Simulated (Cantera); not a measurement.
A closed system holds: 1 mol MgO, 0.012 mol Cl2, at 1573 K and 0.0250 bar.

Method: chemical equilibrium by Gibbs-energy minimisation in Cantera with the NASA 1993 tables (ideal gas, pure condensed phases). Candidate condensed phases: Mg, MgCl2, MgO; 11 gas species. Kinetics and transport are ignored.

Task: What is the equilibrium state?

Result: 
* **x(MgCl2)**: 0.478
* **x(O2)**: 0.239
* **x(Cl)**: 0.185
* **x(Cl2)**: 0.0978
* **x(ClO)**: 0.000321
* **x(O)**: 3.23e-5
* **n(MgO(s))**: 0.991 mol
* **gas amount**: 0.01795 mol
* **log10 activity of Mg(l) (absent)**: -13.07
